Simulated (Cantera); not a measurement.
A perfectly stirred reactor is fed with N2O : N2 = 1 : 4.9 (molar parts), at 10.00 Torr; it is held at 1400 K, and followed from long to short residence time.

Detailed kinetics in Cantera: GRI-Mech 3.0 (53 species, 325 reactions). GRI-Mech 3.0 was tuned for natural gas; its chemistry of N2O as a main component is partial and can be far from experiment. Radical loss at walls, strong at low pressure, is not modelled. The temperature is held fixed by assumption; the heat of reaction is taken as removed at once.

**Question.** What does this change do: 0.13 parts H2O added?

**Answer.** 
```
quantity                 before     after
---------------------  --------  --------
x(N2O) at τ = 4.20 s     0.0867    0.0807
x(O) at τ = 4.20 s      2.55e-5   2.08e-5
x(N2) at τ = 4.20 s       0.868     0.854
x(NO) at τ = 4.20 s      0.0150    0.0114
x(NO2) at τ = 4.20 s    1.78e-6   4.98e-5
x(N2O) at τ = 34.0 ms     0.168     0.164
x(O) at τ = 34.0 ms     2.45e-5   2.17e-5
x(N2) at τ = 34.0 ms      0.831     0.813
x(NO) at τ = 34.0 ms   0.000227  0.000196
x(NO2) at τ = 34.0 ms   6.84e-9   4.00e-6
```

**Question.** What does this change do: N2 4.9 to 17 parts?

**Answer.** 
| quantity | before | after |
|---|---|---|
| x(N2O) at τ = 4.20 s | 0.0867 | 0.0292 |
| x(O) at τ = 4.20 s | 2.55e-5 | 2.54e-5 |
| x(N2) at τ = 4.20 s | 0.868 | 0.955 |
| x(NO) at τ = 4.20 s | 0.0150 | 0.00504 |
| x(NO2) at τ = 4.20 s | 1.78e-6 | 5.38e-7 |
| x(N2O) at τ = 34.0 ms | 0.168 | 0.0552 |
| x(O) at τ = 34.0 ms | 2.45e-5 | 2.26e-5 |
| x(N2) at τ = 34.0 ms | 0.831 | 0.945 |
| x(NO) at τ = 34.0 ms | 0.000227 | 6.87e-5 |
| x(NO2) at τ = 34.0 ms | 6.84e-9 | 1.95e-9 |

**Question.** What does this change do: temperature 1400 to 1150 K?

**Answer.** 
| quantity | before | after |
|---|---|---|
| x(N2O) at τ = 4.20 s | 0.0867 | 0.167 |
| x(O) at τ = 4.20 s | 2.55e-5 | 8.11e-7 |
| x(N2) at τ = 4.20 s | 0.868 | 0.832 |
| x(NO) at τ = 4.20 s | 0.0150 | 0.000183 |
| x(NO2) at τ = 4.20 s | 1.78e-6 | 2.04e-8 |
| x(N2O) at τ = 34.0 ms | 0.168 | 0.169 |
| x(O) at τ = 34.0 ms | 2.45e-5 | 7.43e-7 |
| x(N2) at τ = 34.0 ms | 0.831 | 0.831 |
| x(NO) at τ = 34.0 ms | 0.000227 | 1.38e-6 |
| x(NO2) at τ = 34.0 ms | 6.84e-9 | 3.42e-12 |
The mechanism lacks the step 2 NO + O2 → 2 NO2, which can matter for NO2 below about 1400 K.
